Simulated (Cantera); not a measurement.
A perfectly stirred reactor is fed with 1.34 % H2, 83.6 % O2, 15.1 % N2, at 2.93 Torr; it is held at 1473 K, and followed from long to short residence time.

Model: GRI-Mech 3.0 (53 species, 325 reactions), integrated in Cantera. Radical loss at walls, strong at low pressure, is not modelled.

Problem. Predict: x(H2) at τ = 2.10 s; x(O2) at τ = 2.10 s; x(H) at τ = 2.10 s; x(OH) at τ = 2.10 s; x(H2) at τ = 35.0 ms; x(O2) at τ = 35.0 ms; x(H) at τ = 35.0 ms; x(OH) at τ = 35.0 ms.

Solution. 
* **x(H2) at τ = 2.10 s**: 6.86e-5
* **x(O2) at τ = 2.10 s**: 0.826
* **x(H) at τ = 2.10 s**: 0.000321
* **x(OH) at τ = 2.10 s**: 0.00176
* **x(H2) at τ = 35.0 ms**: 0.000523
* **x(O2) at τ = 35.0 ms**: 0.824
* **x(H) at τ = 35.0 ms**: 0.000577
* **x(OH) at τ = 35.0 ms**: 0.00237
